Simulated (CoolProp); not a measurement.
Propylene along the isobar 6.64 MPa: Z from the reference equation and from simpler models built on Tc = 91.1 °C, pc = 4.555 MPa, ω = 0.146; each cubic takes its own stable root.

The numbers come from the reference Helmholtz-energy equation of state, Lemmon 2013 in CoolProp.

| T (°C) | phase | reference |
|---|---|---|
| 88.85 | liquid | 0.2387 |
| 102.75 | supercritical | 0.2728 |
| 116.55 | supercritical | 0.3910 |
| 130.45 | supercritical | 0.5281 |
| 144.35 | supercritical | 0.6136 |
| 158.25 | supercritical | 0.6737 |
| 172.15 | supercritical | 0.7195 |
| 185.95 | supercritical | 0.7558 |

Question: How far does each simpler model (van der Waals, Soave-Redlich-Kwong, Peng-Robinson) lie from the reference over these 8 states: mean and median of the absolute difference, and the worst?

Answer: 
- van der Waals: mean 14.3 %, median 7.9 %, worst +42.4 % at 88.85 °C and 6.64 MPa
- Soave-Redlich-Kwong: mean 8.0 %, median 4.4 %, worst +19.3 % at 102.75 °C and 6.64 MPa
- Peng-Robinson: mean 3.3 %, median 1.9 %, worst +9.1 % at 102.75 °C and 6.64 MPa
